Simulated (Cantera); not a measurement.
**Moist CO burnout**

An isothermal, constant-pressure homogeneous reactor starts with 0.259 % CO, 3.84 % O2, 0.0259 % H2O, 95.9 % N2, equivalence ratio 0.034, at 1150 K and 760 Torr.

Detailed kinetics in Cantera: GRI-Mech 3.0 (53 species, 325 reactions).

| t (s) | x CO | x O2 | x H2O | x O | x NO | x H2 |
|---|---|---|---|---|---|---|
| 2.00e-5 | 0.00259 | 0.0384 | 0.000259 | 4.33e-11 | <1e-12 | <1e-12 |
| 7.96e-5 | 0.00259 | 0.0384 | 0.000259 | 1.72e-10 | <1e-12 | <1e-12 |
| 0.000317 | 0.00259 | 0.0384 | 0.000259 | 6.82e-10 | <1e-12 | <1e-12 |
| 0.00126 | 0.00259 | 0.0384 | 0.000259 | 2.75e-9 | <1e-12 | <1e-12 |
| 0.00501 | 0.00259 | 0.0384 | 0.000259 | 1.39e-8 | <1e-12 | 3.24e-12 |
| 0.0199 | 0.00259 | 0.0384 | 0.000259 | 3.94e-7 | <1e-12 | 4.24e-10 |
| 0.0794 | 0.00155 | 0.0378 | 0.000256 | 3.55e-5 | 1.36e-8 | 6.07e-7 |
| 0.316 | 0.000270 | 0.0372 | 0.000258 | 6.68e-6 | 9.45e-8 | 9.18e-8 |
| 1.26 | 1.90e-5 | 0.0371 | 0.000259 | 5.51e-7 | 1.48e-7 | 4.39e-9 |
| 5.00 | 5.49e-7 | 0.0371 | 0.000259 | 3.53e-8 | 1.67e-7 | 1.61e-10 |
x: mole fraction; the columns are a selection and need not sum to one.

Equilibrium at this temperature and pressure: CO 6.88e-11, O2 0.0371, H2O 0.000259, O 1.60e-9, NO 6.12e-5, H2 5.78e-12 (gas phase only).
